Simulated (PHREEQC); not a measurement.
A solution holds 0.004 mol/kgw HF, 0.0013 mol/kgw KF, 0.0032 mol/kgw (NH4)2SiF6 and 0.057 mol/kgw HCl, at 20 °C. Closed to the air; pH follows from the charge balance.

Model: ion-association model, wateq4f.dat, run in PHREEQC.

Each row changes one thing in this solution. No solid was allowed to form.

```tsv
case	pH	ionic strength (mol/kgw)	HF (mol/kgw)	F- (mol/kgw)	H2F2 (mol/kgw)	HF2- (mol/kgw)
as made	1.33	0.0662	0.00593	0.000118	0.000111	2.62e-6
HF from 0.004 to 0.02 mol/kgw	1.32	0.0670	0.0187	0.000369	0.00110	2.57e-5
KF replaced by KHCO3 at the same molality	1.33	0.0659	[?]	0.000107	[?]	2.16e-6
HCl left out	3.00	0.0120	0.00287	0.00238	2.58e-5	2.53e-5
(NH4)2SiF6 left out	1.32	0.0571	0.00504	[?]	8.01e-5	1.84e-6
HCl from 0.057 to 0.0285 mol/kgw	1.63	0.0381	0.00543	0.000204	9.26e-5	4.11e-6
KF left out	1.32	0.0659	0.00540	0.000106	9.23e-5	2.13e-6
KF from 0.0013 to 0.00026 mol/kgw	1.32	0.0659	0.00549	0.000108	9.54e-5	2.21e-6
0.0049 mol/kgw NH3 added	1.37	0.0663	0.00584	0.000128	0.000108	2.78e-6
```

Problem. Fill in the missing entries.

Solution. 
- KF replaced by KHCO3 at the same molality, HF (mol/kgw): 0.00538
- KF replaced by KHCO3 at the same molality, H2F2 (mol/kgw): 9.14e-5
- (NH4)2SiF6 left out, F- (mol/kgw): 9.77e-5

Complexes and solids missing from the database can't appear. Some of these states are supersaturated (in Quartz (slow to form), Chalcedony (slow to form), for instance). SiF6-2 is the database's only silicon fluoride.
